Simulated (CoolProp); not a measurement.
A single-stage vapour-compression cycle with the fluid: evaporating at 268.15 K (dew point), condensing at 303.15 K (bubble point), superheat 10 K, subcooling 0 K, compressor efficiency 0.65, no pressure losses. The same conditions are run with several fluids, on thermodynamics alone (safety and materials aside).

The numbers come from the reference Helmholtz-energy equation of state of each fluid (R134a: Tillner-Roth 1994; n-perfluorobutane: Gao 2022; R236EA: Rui 2013; trans-2-butene: Lemmon 2005; neopentane: Lemmon 2006; C3F8 (R218): Lemmon 2006) in CoolProp.

| fluid | cooling COP | pressure ratio | discharge temperature (K) | refrigerating effect (kJ/kg) | volumetric capacity (kJ/m³) |
|---|---|---|---|---|---|
| R134a | 4.20 | 3.17 | 330.8 | 163 | 1870 |
| n-perfluorobutane | 3.82 | 3.48 | 303.1 | 67.5 | 649 |
| R236EA | 4.27 | 3.89 | 318.8 | 136 | 575 |
| trans-2-butene | 4.40 | 3.40 | 331.1 | 346 | 698 |
| neopentane | 4.31 | 3.45 | 317.4 | 264 | 491 |
| C3F8 (R218) | 3.61 | 2.82 | 308.7 | 61.2 | 1950 |

The compression ends wet for: n-perfluorobutane.
